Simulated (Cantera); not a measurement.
Thermodynamics of carbothermic reduction, feed CuO + CH4 + N2

Feed: 1 mol CuO, 0.5 mol CH4, 6.6 mol N2, held at 0.0890 bar.

These are equilibrium values from Cantera (NASA tables, ideal gas, pure condensed phases), not measurements of a reactor. Candidate condensed phases: C, C6H6, C7H8, C8H18, Cu, CuO, Cu(OH)2, Cu2O, H2O; 139 gas species. Kinetics and transport are ignored.

From 1123 K to 1323 K the condensed part is Cu(s). From 1423 K to 2023 K the condensed part is Cu(l). From 2123 K to 2223 K nothing is condensed. The main Cu-bearing gas is Cu throughout.

```
T (K)  log p N2  log p Cu  log p H2  log p CO  log p H2O  log p CO2  n Cu(s)  n Cu(l)
-----  --------  --------  --------  --------  ---------  ---------  -------  -------
1123      -1.14     -8.90     -2.14     -2.43      -2.43      -2.75     1.00        0
1223      -1.14     -7.64     -2.15     -2.40      -2.40      -2.82    1.000        0
1323      -1.14     -6.57     -2.16     -2.38      -2.38      -2.87    1.000        0
1423      -1.14     -5.68     -2.17     -2.37      -2.37      -2.92        0    1.000
1523      -1.14     -4.92     -2.18     -2.36      -2.36      -2.96        0    0.999
1623      -1.14     -4.26     -2.19     -2.35      -2.35      -3.00        0    0.995
1723      -1.14     -3.67     -2.19     -2.34      -2.34      -3.03        0    0.980
1823      -1.14     -3.15     -2.20     -2.34      -2.34      -3.07        0    0.935
1923      -1.15     -2.69     -2.21     -2.34      -2.34      -3.10        0    0.808
2023      -1.17     -2.27     -2.24     -2.35      -2.35      -3.14        0    0.480
2123      -1.19     -2.01     -2.27     -2.37      -2.38      -3.19        0        0
2223      -1.19     -2.01     -2.27     -2.37      -2.38      -3.20        0        0
```
log p: log10 of the partial pressure in bar; n: condensed amount in mol.
